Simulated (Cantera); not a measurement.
Input (Python, Cantera):

```python
import numpy as np
import cantera as ct

gas = ct.Solution("gri30.yaml")
gas.TP = 300, 230000
flame = ct.CounterflowDiffusionFlame(gas, width=0.02)
flame.fuel_inlet.X, flame.fuel_inlet.T = {'CH4': 1}, 473
flame.oxidizer_inlet.X, flame.oxidizer_inlet.T = {'O2': 0.23, 'N2': 0.77}, 600
flame.set_refine_criteria(ratio=3, slope=0.12, curve=0.24, prune=0.03)
show = ['OH', 'H', 'NO', 'CO', 'C2H2']

rows = []
print(f"{'mdot':>8s}{'a_max':>10s}{'a_mean':>10s}{'Tmax/K':>9s}" + "".join(f"{s:>11s}" for s in show) + "   (peak mole fractions)")
for i, mdot in enumerate([0.57, 0.78, 1.1, 1.4, 2, 2.7, 3.6, 4.9, 6.7, 9.1]):  # kg/m2/s on the oxidiser side
    flame.oxidizer_inlet.mdot, flame.fuel_inlet.mdot = mdot, 0.76 * mdot
    flame.solve(loglevel=0, auto=(i == 0))
    if flame.T.max() < max(473, 600) + 100:
        print(f"{mdot:8.3g}  no burning solution found from the previous one")
        break
    dT = np.abs(np.gradient(flame.T, flame.grid))
    rows.append([flame.strain_rate("max"), flame.strain_rate("mean"), flame.T.max(),
                 *(flame.X[gas.species_index(s)].max() for s in show), max(dT[0], dT[-1]) / dT.max()])
    print(f"{mdot:8.3g}{rows[-1][0]:10.1f}{rows[-1][1]:10.1f}{rows[-1][2]:9.1f}" + "".join(f"{x:11.3e}" for x in rows[-1][3:-1]))
```

Result:

```
    mdot     a_max    a_mean   Tmax/K         OH          H         NO         CO       C2H2   (peak mole fractions)
    0.57     217.6      44.5   2353.6  9.889e-03  3.489e-03  5.315e-04  7.042e-02  2.011e-02
    0.78     288.8      60.8   2333.5  1.006e-02  3.677e-03  4.871e-04  6.862e-02  1.935e-02
     1.1     393.9      85.8   2312.7  1.020e-02  3.878e-03  4.457e-04  6.674e-02  1.842e-02
     1.4     490.6     109.2   2301.8  1.033e-02  4.041e-03  4.215e-04  6.577e-02  1.780e-02
       2     678.4     156.0   2286.7  1.046e-02  4.272e-03  3.859e-04  6.446e-02  1.679e-02
     2.7     890.9     210.6   2272.5  1.048e-02  4.437e-03  3.529e-04  6.335e-02  1.587e-02
     3.6    1157.0     280.8   2258.7  1.045e-02  4.586e-03  3.196e-04  6.236e-02  1.490e-02
     4.9    1532.7     382.1   2242.1  1.034e-02  4.718e-03  2.805e-04  6.141e-02  1.378e-02
     6.7    2042.3     522.5   2223.9  1.015e-02  4.823e-03  2.395e-04  6.069e-02  1.263e-02
     9.1    2709.4     709.7   2203.5  9.857e-03  4.875e-03  1.976e-04  6.015e-02  1.143e-02
```

Model: GRI-Mech 3.0 (53 species, 325 reactions), integrated in Cantera. GRI-Mech 3.0 has no aromatics or soot, which form on the fuel side of real flames. The maximum strain rate includes the flame's own expansion and is several times the mean.
